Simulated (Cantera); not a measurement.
**Ignition delay**

Mixture: 5.43 % CH3OH, 18.1 % O2, 67.8 % N2, 8.68 % H2O, equivalence ratio 0.45, at 12.0 bar, adiabatic and at constant pressure. Ignition delay is the time to a rise of 400 K.

Model: GRI-Mech 3.0 (53 species, 325 reactions), integrated in Cantera. GRI-Mech 3.0 was tuned for natural gas; its chemistry of methanol as a main component is partial and can be far from experiment. The pressure lies above the range GRI-Mech 3.0 was tuned for (to about 10 atm).

| T0 (K) | delay (ms) |
|---|---|
| 1250 | 0.608 |
| 1300 | 0.290 |
| 1350 | 0.148 |
| 1400 | 0.0805 |
| 1450 | 0.0464 |
| 1500 | 0.0282 |
| 1550 | 0.0179 |
| 1600 | 0.0119 |

```yaml
apparent activation energy between 1500 and 1600 K: 170 kJ/mol
```
